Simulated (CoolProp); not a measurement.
A simple Rankine cycle with R124: condensing at 319.15 K, boiler at 2.48 MPa, turbine inlet 469 K, turbine efficiency 0.8, pump efficiency 0.8, no recuperator. Each further row changes one setting.

The numbers come from the reference Helmholtz-energy equation of state, de Vries 1995 in CoolProp.

| case | thermal efficiency (%) | net work (kJ/kg) | heat in (kJ/kg) | turbine exit temperature (K) | volume ratio over the turbine |
|---|---|---|---|---|---|
| as stated | 9.1 | 23.3 | 256 | 431.1 | 3.59 |
| condensing temperature 311.15 K | 10.4 | 27.5 | 266 | 425.5 | 4.44 |
| boiler pressure 1.74 MPa | 6.8 | 17.8 | 262 | 442.9 | 2.48 |
| turbine efficiency 0.7 | 7.9 | 20.2 | 256 | 434.5 | 3.62 |
